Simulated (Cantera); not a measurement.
# SiH2Cl2 + Cl2 + N2 (silicon epitaxy and polysilicon growth)

Input: 1 mol SiH2Cl2, 0.18 mol Cl2, 15 mol N2, at 0.0133 bar.

Equilibrium computed with Cantera from the NASA thermochemical tables; the gas is ideal and each condensed phase is pure. Candidate condensed phases: NH4Cl, Si, Si3N4; 28 gas species. N2 is the only nitrogen source here; it is nearly inert below about 1500 K, so the nitride shown seldom forms there in practice. The tables' values for SiCl3 are old estimates; treat these amounts as uncertain. Rates play no part.

From 1073 K to 1573 K the condensed part is Si3N4(s). The main Si-bearing gas is SiCl4 at 1073 K and SiCl2 at 1573 K. The share of Si in condensed phases is highest at 1173 K (78.1 %) and lowest at 1573 K (39.3 %).

| T (K) | x N2 | x HCl | x SiCl2 | x H2 | x SiCl4 | x SiCl3 | x Cl | n Si3N4(s) |
|---|---|---|---|---|---|---|---|---|
| 1073 | 0.881 | 0.0888 | 8.89e-6 | 0.0164 | 0.0136 | 8.69e-5 | 7.60e-8 | 0.258 |
| 1123 | 0.881 | 0.0900 | 3.56e-5 | 0.0158 | 0.0132 | 0.000194 | 2.35e-7 | 0.260 |
| 1173 | 0.880 | 0.0910 | 0.000126 | 0.0153 | 0.0127 | 0.000403 | 6.57e-7 | 0.260 |
| 1223 | 0.880 | 0.0917 | 0.000396 | 0.0149 | 0.0121 | 0.000775 | 1.69e-6 | 0.260 |
| 1273 | 0.880 | 0.0920 | 0.00112 | 0.0147 | 0.0112 | 0.00138 | 3.98e-6 | 0.258 |
| 1323 | 0.879 | 0.0916 | 0.00281 | 0.0148 | 0.00971 | 0.00224 | 8.68e-6 | 0.252 |
| 1373 | 0.877 | 0.0901 | 0.00623 | 0.0154 | 0.00756 | 0.00319 | 1.74e-5 | 0.239 |
| 1423 | 0.876 | 0.0867 | 0.0118 | 0.0168 | 0.00495 | 0.00385 | 3.16e-5 | 0.219 |
| 1473 | 0.874 | 0.0810 | 0.0190 | 0.0193 | 0.00261 | 0.00381 | 5.18e-5 | 0.191 |
| 1523 | 0.873 | 0.0733 | 0.0264 | 0.0228 | 0.00115 | 0.00318 | 7.79e-5 | 0.161 |
| 1573 | 0.873 | 0.0644 | 0.0331 | 0.0270 | 0.000453 | 0.00239 | 0.000110 | 0.131 |
x: gas mole fraction; n: condensed amount in mol.
